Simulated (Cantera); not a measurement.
## Thermodynamics of iron carbonyl, mercury and lead vapours, feed PbO + CO + N2

Input: 1 mol PbO, 0.95 mol CO, 3.6 mol N2, held at 948 K and 1.20 bar.

Cantera equilibrium calculation (NASA polynomials, part measured and part estimated; ideal gas, pure solids and liquids). Candidate condensed phases: C, Pb, PbO, PbO2, Pb3O4; 27 gas species. Rates play no part.

| Property | Value |
|---|---|
| x(N2) | 0.791 |
| x(CO2) | 0.209 |
| x(CO) | 1.40e-5 |
| x(Pb) | 3.99e-6 |
| n(Pb(l)) | 0.950 mol |
| n(PbO(yellow)) | 0.0501 mol |
| gas amount | 4.550 mol |
| log10 activity of C(graphite) (absent) | -8.71 |
| log10 activity of PbO2(s) (absent) | -8.83 |
